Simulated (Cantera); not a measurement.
What does this Cantera script print?

```python
import numpy as np
import cantera as ct

gas_names = [...]  # 92 gases of nasa_gas.yaml made of C, H, N
cond_names = """
    C(gr) C6H6(L) C7H8(L) C8H18(L),n-octa
""".split()


# ... load() reads the species with a 1 bar reference pressure and builds the phases ...
atoms = {
    'C2H2': {'C': 2, 'H': 2},
    'NH3': {'N': 1, 'H': 3},
}
top_T = {'C(gr)': 4500}  # K; cautious upper limits of use, not melting points


# ... equilibrate(T, P, feed) seeds the gas with the atoms and calls Mixture.equilibrate('TP', solver="vcs", rtol=1e-11, max_steps=5000) ...
results = []
feed = {'C2H2': 1, 'NH3': 2.2}  # mol
T = 1700  # K
for P in [10, 72, 520, 3700, 27000, 190000, 1400000, 10000000]:
    mix = equilibrate(T, P, feed)
    results.append((T, P, feed, dict(zip(mix.species_names, mix.species_moles))))
    x = sorted(zip(gas.X, gas.species_names), reverse=True)
    print(f"T = {T:g} K  P = {P:g} Pa  gas = {mix.phase_moles(0):.4g} mol")
    print("   x: " + "  ".join(f"{s} {v:.3e}" for v, s in x if v > 0.001))
    print("   condensed (mol): " + ("  ".join(f"{mix.phase(i).name} {mix.phase_moles(i):.4g}"
          for i in range(1, mix.n_phases) if mix.phase_moles(i) > 1e-12) or "none"))
```

Output:

```
T = 1700 K  P = 10 Pa  gas = 5.435 mol
   x: H2 7.838e-01  N2 2.016e-01  H 1.304e-02  HCN 1.456e-03
   condensed (mol): C(gr) 1.991
T = 1700 K  P = 72 Pa  gas = 5.413 mol
   x: H2 7.911e-01  N2 2.025e-01  H 4.884e-03  HCN 1.466e-03
   condensed (mol): C(gr) 1.991
T = 1700 K  P = 520 Pa  gas = 5.405 mol
   x: H2 7.938e-01  N2 2.028e-01  H 1.821e-03  HCN 1.470e-03
   condensed (mol): C(gr) 1.991
T = 1700 K  P = 3700 Pa  gas = 5.402 mol
   x: H2 7.948e-01  N2 2.029e-01  HCN 1.471e-03
   condensed (mol): C(gr) 1.991
T = 1700 K  P = 27000 Pa  gas = 5.4 mol
   x: H2 7.950e-01  N2 2.030e-01  HCN 1.471e-03
   condensed (mol): C(gr) 1.99
T = 1700 K  P = 190000 Pa  gas = 5.393 mol
   x: H2 7.938e-01  N2 2.032e-01  HCN 1.471e-03  CH4 1.311e-03
   condensed (mol): C(gr) 1.984
T = 1700 K  P = 1.4e+06 Pa  gas = 5.349 mol
   x: H2 7.839e-01  N2 2.048e-01  CH4 9.424e-03  HCN 1.468e-03
   condensed (mol): C(gr) 1.94
T = 1700 K  P = 1e+07 Pa  gas = 5.099 mol
   x: H2 7.251e-01  N2 2.144e-01  CH4 5.759e-02  HCN 1.444e-03  NH3 1.041e-03
   condensed (mol): C(gr) 1.695
```

These are equilibrium values from Cantera (NASA tables, ideal gas, pure condensed phases), not measurements of a reactor. The ideal-gas law is rough above about 30 bar.
